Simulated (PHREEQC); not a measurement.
## Acid rinse or clean: an equilibrium model

Consider water at 25 °C with 0.047 mol H2SO4, 0.0017 mol NaCl and 0.00013 mol MgCl2 per kg of water. Closed to the air; pH follows from the charge balance.

All values are PHREEQC results (ion-association model, wateq4f.dat), not measurements.

No solid was allowed to form.

Q: Predict the pH, ionic strength.

A: pH 1.30; ionic strength 0.0756 mol/kgw.

Q: In which forms is Na present?

A: Na+ 97 %, NaSO4- 2.6 % of the Na.
